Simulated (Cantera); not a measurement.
Input (Python, Cantera) and output of one run.

```python
import numpy as np
import cantera as ct

gas_names = [...]  # 140 gases of nasa_gas.yaml made of C, Fe, H, N, O
cond_names = """
    C(gr) C6H6(L) C7H8(L) C8H18(L),n-octa Fe(a) Fe(c) Fe(d) Fe(L) FeC5O5(L) FeO(s) FeO(L) Fe(OH)2(s)
    Fe(OH)3(s) Fe2O3(s) Fe3O4(s) H2O(s) H2O(L)
""".split()


# ... load() reads the species with a 1 bar reference pressure and builds the phases ...
atoms = {
    'Fe3O4': {'Fe': 3, 'O': 4},
    'CH4': {'C': 1, 'H': 4},
    'N2': {'N': 2},
    'CO': {'C': 1, 'O': 1},
}
top_T = {'C(gr)': 4500, 'Fe2O3(s)': 1830, 'Fe3O4(s)': 1870}  # K; cautious upper limits of use, not melting points


# ... equilibrate(T, P, feed) seeds the gas with the atoms and calls Mixture.equilibrate('TP', solver="vcs", rtol=1e-11, max_steps=5000) ...
results = []
feed = {'Fe3O4': 1, 'CH4': 0.59, 'N2': 8.5, 'CO': 1.5}  # mol
T = 1275  # K
P = 1000  # Pa
mix = equilibrate(T, P, feed)
results.append((T, P, feed, dict(zip(mix.species_names, mix.species_moles))))
print(gas.report(threshold=0.0001))
for i in range(1, mix.n_phases):
    print(f"{mix.phase(i).name:16s} {mix.phase_moles(i):12.5e} mol")
```

Result:

```
       temperature   1275 K
          pressure   1000 Pa
           density   0.0024757 kg/m^3
  mean mol. weight   26.244 kg/kmol
   phase of matter   gas

                          1 kg             1 kmol
                     ---------------   ---------------
          enthalpy            -83461       -2.1904e+06  J
   internal energy       -4.8739e+05       -1.2791e+07  J
           entropy             10660        2.7977e+05  J/K
    Gibbs function       -1.3675e+07        -3.589e+08  J
 heat capacity c_p            1323.2             34727  J/K
 heat capacity c_v            1006.4             26413  J/K

                      mass frac. Y      mole frac. X     chem. pot. / RT
                     ---------------   ---------------   ---------------
                CO           0.15931           0.14927           -43.207
               CO2          0.047464          0.028305           -74.708
                H2         0.0058547          0.076217           -25.322
               H2O            0.0165          0.024037           -56.823
                N2           0.77087           0.72217           -30.458
     [ +135 minor]         3.146e-07        2.1517e-06

C(gr)             0.00000e+00 mol
Fe(c)             2.06062e-01 mol
FeC5O5(L)         0.00000e+00 mol
FeO(s)            2.79394e+00 mol
Fe(OH)2(s)        0.00000e+00 mol
Fe(OH)3(s)        0.00000e+00 mol
Fe2O3(s)          0.00000e+00 mol
Fe3O4(s)          0.00000e+00 mol
```

Equilibrium computed with Cantera from the NASA thermochemical tables; the gas is ideal and each condensed phase is pure. Mutual solubility and eutectic melting of coexisting phases are not modelled. The tables' stoichiometric FeO is somewhat more stable than real wüstite, so its field is too wide. FeO: taken at fixed stoichiometry.
